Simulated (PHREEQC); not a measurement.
Consider water at 54 °C with 11 mmol/kgw CuCl2, 0.053 mmol/kgw HBF4 and 1.6 mmol/kgw Na2CO3. Closed to the air; pH follows from the charge balance.

Equilibrium calculation in PHREEQC: ion-association model, wateq4f.dat.

Precipitation was switched off in this run.

Q: Estimate the pH, ionic strength.

A: pH 5.41; ionic strength 0.0301 mol/kgw.

Q: In which forms is C present?

A: CO2 66 %, CuHCO3+ 20 %, HCO3- 10 %, CuCO3 3.2 % of the C.

Saturation is exceeded, for instance for Atacamite, Malachite; the values hold only as long as no solid forms. Away from 25 °C the constants follow the database's enthalpies or fits; those with neither stay at their 25 °C values. Real BF4- forms and hydrolyses slowly; the run takes it at equilibrium.
